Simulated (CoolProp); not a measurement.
A simple Rankine cycle with R114: condensing at 313.15 K, boiler at 0.973 MPa, turbine inlet 360.2 K, turbine efficiency 0.85, pump efficiency 0.6, no recuperator. Each further row changes one setting.

The numbers come from the reference Helmholtz-energy equation of state, Platzer 1990 in CoolProp. This equation is an older, rougher fit; its heat capacities, sound speeds and derivatives of the liquid may be far off and weren't checked against measurements.

```csv
case,thermal efficiency (%),net work (kJ/kg),heat in (kJ/kg),turbine exit temperature (K),volume ratio over the turbine
as stated,8.3,…,149,332.6,…
turbine inlet 380.2 K,8.1,13.5,166,353.4,…
condensing temperature 305.15 K,9.7,15.2,157,327.4,…
boiler pressure 0.681 MPa,5.7,8.75,153,343.2,2.05
turbine efficiency 0.75,…,10.8,149,334.6,3.08
```

Question: What belongs in the gaps?

Answer: 
- as stated, net work (kJ/kg): 12.3
- as stated, volume ratio over the turbine: 3.06
- turbine inlet 380.2 K, volume ratio over the turbine: 2.97
- condensing temperature 305.15 K, volume ratio over the turbine: 3.87
- turbine efficiency 0.75, thermal efficiency (%): 7.2
